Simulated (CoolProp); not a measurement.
Carbonyl sulfide along the isobar 24500 kPa: density (kg/m³) from the reference equation and from simpler models built on Tc = 378.8 K, pc = 6369 kPa, ω = 0.098; each cubic takes its own stable root.

Model: reference Helmholtz-energy equation of state, Lemmon 2006, in CoolProp. It is a short technical equation, of lower accuracy than the large ones.

```csv
T (K),phase,reference,Redlich-Kwong,Soave-Redlich-Kwong,Peng-Robinson
160.2,liquid,1322,___,1248,1398
177.3,liquid,1291,___,1224,1373
194.5,liquid,___,1200,1200,1346
211.6,liquid,1229,1172,1173,1317
228.8,liquid,___,1142,1145,1286
245.9,liquid,1165,1111,1116,___
263.1,liquid,1132,1078,1084,1218
280.2,liquid,1098,1044,1050,1181
297.4,liquid,___,1008,___,1140
314.5,liquid,1026,970.4,977.1,1097
```

**Question.** Some entries are withheld; supply them.

**Answer.** 
- 160.2, Redlich-Kwong: 1252
- 177.3, Redlich-Kwong: 1227
- 194.5, reference: 1260
- 228.8, reference: 1197
- 245.9, Peng-Robinson: 1254
- 297.4, reference: 1063
- 297.4, Soave-Redlich-Kwong: 1015
